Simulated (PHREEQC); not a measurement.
Consider water at 25 °C with 0.0051 mol KOH, 0.00046 mol H4SiO4 and 0.00011 mol CuSO4 per kg of water. Closed to the air; pH follows from the charge balance.

The numbers come from PHREEQC with the ion-association model, wateq4f.dat.

| Property | Result |
|---|---|
| pH | 11.61 |
| ionic strength | 0.00522 mol/kgw |
| total alkalinity | 5.10 meq/kg |

| species | molality | activity | log γ |
|---|---|---|---|
| K+ | 0.00510 | 0.00471 | -0.034 |
| OH- | 0.00441 | 0.00408 | -0.034 |
| H3SiO4- | 0.000438 | 0.000405 | -0.034 |
| SO4-2 | 0.000107 | 7.91e-5 | -0.132 |
| Cu(OH)2 | 0.000107 | 0.000107 | 0.001 |
| H2SiO4-2 | 1.52e-5 | 1.12e-5 | -0.131 |
| H4SiO4 | 6.74e-6 | 6.75e-6 | 0.001 |
| Cu(OH)3- | 2.84e-6 | 2.62e-6 | -0.034 |
| KSO4- | 2.82e-6 | 2.62e-6 | -0.033 |
| Cu(OH)4-2 | 2.91e-7 | 2.13e-7 | -0.134 |

No solid was allowed to form. The solution is supersaturated, for example in Cu(OH)2, Tenorite (slow to form), so a real one may precipitate; this is no full list. The database's constant for dissolved Cu(OH)2 is higher than later reviews accept.
